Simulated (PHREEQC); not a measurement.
# Metal-bearing waste water: an equilibrium model

Dissolve 0.0015 mol NiSO4, 0.0077 mol CaCl2 and 0.0006 mol NaH2PO4 per kg of water at 90 °C. Closed to the air; pH follows from the charge balance.

The numbers come from PHREEQC with the ion-association model, wateq4f.dat.

```yaml
pH: 4.90
ionic_strength: 0.0270 mol/kgw
```

```
species   molality  activity   log γ
--------  --------  --------  ------
Cl-         0.0154    0.0128  -0.080
Ca+2       0.00705   0.00357  -0.296
Ni+2       0.00138  0.000675  -0.311
SO4-2     0.000887  0.000443  -0.301
Na+       0.000598  0.000501  -0.076
CaSO4     0.000516  0.000519   0.003
H2PO4-    0.000462  0.000390  -0.074
CaH2PO4+  0.000118   9.94e-5  -0.074
NiSO4      9.17e-5   9.22e-5   0.003
NiCl+      2.59e-5   2.17e-5  -0.078
H+         1.45e-5   1.25e-5  -0.064
CaHPO4     1.38e-5   1.39e-5   0.003
HPO4-2     5.23e-6   2.62e-6  -0.300
```

This is a speciation only: nothing precipitates in the calculation. H3PO4, which wateq4f.dat lacks, is added to it with the constant of phreeqc.dat. Away from 25 °C the constants follow the database's enthalpies or fits; those with neither stay at their 25 °C values. The database has no phosphate complexes of Ni.
